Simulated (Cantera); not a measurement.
A freely propagating, adiabatic, planar premixed flame of CO : H2 : O2 : N2 = 1 : 0.4 : 0.5 : 1.35 (molar parts), equivalence ratio 1.4, unburnt at 425 K and 3000 Torr; mixture-averaged transport, grid criteria slope 0.08 and curve 0.16, no radiation.

Cantera simulation using GRI-Mech 3.0 (53 species, 325 reactions); the numbers are that mechanism's predictions, not measurements. The hydrogen kinetics of GRI-Mech 3.0 are dated; newer H2 mechanisms differ, most at raised pressure. Burning velocities carry a grid error of a few per cent, more on coarse grids.

x: mole fraction of selected species; z is measured from the peak of heat release.

| z (mm) | T (K) | u (m/s) | x CO | x H2 | x O2 | x H | x NO | x HO2 |
|---|---|---|---|---|---|---|---|---|
| -0.253 | 425 | 2.31 | 0.308 | 0.123 | 0.154 | <1e-8 | <1e-8 | <1e-8 |
| -0.168 | 425 | 2.31 | 0.308 | 0.123 | 0.154 | <1e-8 | <1e-8 | <1e-8 |
| -0.126 | 425 | 2.31 | 0.308 | 0.123 | 0.154 | <1e-8 | <1e-8 | 3.15e-8 |
| -0.0842 | 425 | 2.31 | 0.308 | 0.121 | 0.154 | <1e-8 | <1e-8 | 7.85e-7 |
| -0.0421 | 448 | 2.40 | 0.312 | 0.110 | 0.156 | 1.36e-7 | <1e-8 | 0.000102 |
| -0.0210 | ? | 3.68 | 0.311 | 0.0859 | 0.149 | 0.000487 | 1.52e-7 | 0.000847 |
| 0 | ? | 6.37 | 0.288 | 0.0501 | 0.117 | 0.00768 | 1.76e-6 | 0.000293 |
| 0.0210 | ? | 8.21 | 0.250 | 0.0239 | 0.0726 | 0.0172 | 7.31e-6 | 0.000116 |
| 0.0421 | ? | 9.17 | 0.215 | 0.0168 | 0.0464 | 0.0209 | 1.55e-5 | 5.61e-5 |
| 0.0842 | ? | 10.1 | 0.181 | 0.0171 | 0.0288 | 0.0196 | 3.11e-5 | 2.51e-5 |
| 0.168 | 2271 | 10.8 | 0.167 | 0.0168 | 0.0205 | 0.0137 | 5.45e-5 | 1.28e-5 |
| 0.337 | 2432 | 11.5 | 0.159 | 0.0150 | 0.0147 | 0.00844 | 9.22e-5 | 6.88e-6 |
| 0.673 | 2555 | 11.9 | 0.150 | 0.0135 | 0.00964 | 0.00525 | 0.000159 | 3.96e-6 |

Question: Complete the blanks.

Answer: 
- -0.0210, T (K): 702
- 0, T (K): 1239
- 0.0210, T (K): 1626
- 0.0421, T (K): 1851
- 0.0842, T (K): 2077
